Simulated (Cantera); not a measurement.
## CH₃SiH₃ + H₂ (silicon carbide growth)

A closed system holds: 1 mol CH₃SiH₃, 7.6 mol H₂, at 1675 °C and 28000 Pa.

Method: chemical equilibrium by Gibbs-energy minimisation in Cantera with the NASA 1993 tables (ideal gas, pure condensed phases). Candidate condensed phases: C, C₆H₆, C₇H₈, C₈H₁₈, Si, SiC; 87 gas species. The feed counts by its element totals alone. Gases not in the tables: Si₂H₆ and higher silanes. Rates play no part.

- x(H₂) = 0.998
- x(H) = 0.00214
- x(CH₄) = 2.27e-5
- x(Si) = 2.25e-5
- x(SiH₂) = 2.12e-5
- x(C₂H₂ (acetylene)) = 1.49e-5
- x(SiH) = 9.14e-6
- n(SiC(s)) = 0.999 mol
- gas amount = 10.61 mol
- log10 activity of Si(l) (absent) = -0.57
- log10 activity of C(graphite) (absent) = -0.78
